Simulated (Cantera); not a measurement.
Input: 1 mol Cr, 22 mol H2O, 41 mol H2, held at 1125 K and 10.0 mbar.

Method: chemical equilibrium by Gibbs-energy minimisation in Cantera with the NASA 1993 tables (ideal gas, pure condensed phases). Candidate condensed phases: Cr, Cr2O3, H2O; 13 gas species. The numbers say what is thermodynamically allowed, not how fast it happens.

Base state: H2 0.675, H2O 0.325 (mole fractions); condensed: Cr2O3(s).

Question: What changes in the equilibrium state with this change: Cr replaced by Ta?

Answer: 
```csv
species,before,after
H2,0.675,0.690
H2O,0.325,0.310
"Cr2O3(s), mol",0.500,0
"Ta2O5(s), mol",0,0.500
```
Further candidate phases: Ta, Ta2O5.
